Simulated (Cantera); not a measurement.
An isothermal, constant-pressure homogeneous reactor starts with NO : N2 = 1 : 0.54 (molar parts), at 1550 K and 0.340 bar.

Model: GRI-Mech 3.0 (53 species, 325 reactions), integrated in Cantera.

Problem. Predict: x(NO) at 100 s; x(N2) at 100 s; x(NO2) at 100 s; x(O) at 100 s; x(O2) at 100 s; x(N2O) at 100 s.

Solution. 
```json
{
  "x(NO) at 100 s": "0.363 (gas-phase equilibrium 0.00179)",
  "x(N2) at 100 s": "0.493 (gas-phase equilibrium 0.674)",
  "x(NO2) at 100 s": "0.000803 (gas-phase equilibrium 5.97e-6)",
  "x(O) at 100 s": "5.18e-6 (gas-phase equilibrium 7.69e-6)",
  "x(O2) at 100 s": "0.142 (gas-phase equilibrium 0.324)",
  "x(N2O) at 100 s": "4.32e-5 (gas-phase equilibrium 5.84e-8)"
}
```
